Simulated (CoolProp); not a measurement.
Properties of nitrogen along the isobar 101 kPa.

The numbers come from the reference Helmholtz-energy equation of state, Span 2000 in CoolProp.

```tsv
T (°C)	phase	speed of sound (m/s)	Joule-Thomson coefficient (K/MPa)
-159.35	gas	215.9	12.65
-136.35	gas	237.5	9.114
-113.45	gas	257.1	6.956
-90.45	gas	275.2	5.496
-67.45	gas	292.2	4.447
-44.55	gas	308.2	3.662
-21.55	gas	323.4	3.049
1.35	gas	337.8	2.560
24.35	gas	351.7	2.159
47.35	gas	365.0	1.825
70.25	gas	377.8	1.545
93.25	gas	390.2	1.304
116.15	gas	402.1	1.096
139.15	gas	413.7	0.9148
162.15	gas	424.9	0.7554
```
